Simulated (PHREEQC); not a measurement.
Solution (25 °C): 8.4 mmol/kgw HF and 7.7 mmol/kgw CuSO4. It is in equilibrium with CO2 at log p = -3.4 (atm). Otherwise closed; pH follows from the charge balance.

The numbers come from PHREEQC with the ion-association model, phreeqc.dat.

Each row changes one thing in this solution. No solid was allowed to form.

```csv
case,pH,ionic strength (mol/kgw),HF (mol/kgw),F- (mol/kgw),HF2- (mol/kgw),HCO3- (mol/kgw)
as made,2.74,0.0244,0.00569,0.00246,5.37e-5,3.83e-9
diluted 10-fold with water,3.34,0.00329,0.000327,0.000506,6.36e-7,1.39e-8
CuSO4 from 0.0077 to 0.0154 mol/kgw,2.77,0.0428,0.00544,0.00261,5.45e-5,4.22e-9
HF from 0.0084 to 0.0168 mol/kgw,2.56,0.0254,0.0126,0.00361,0.000175,2.53e-9
temperature from 25 to 80 °C,3.04,0.0222,0.00628,0.00186,5.02e-5,2.98e-9
temperature from 25 to 60 °C,2.92,0.0229,0.00611,0.00203,5.45e-5,3.21e-9
CuSO4 left out,2.69,0.00216,0.00619,0.00211,5.01e-5,3.08e-9
```

Constants without temperature data keep their 25 °C values here.
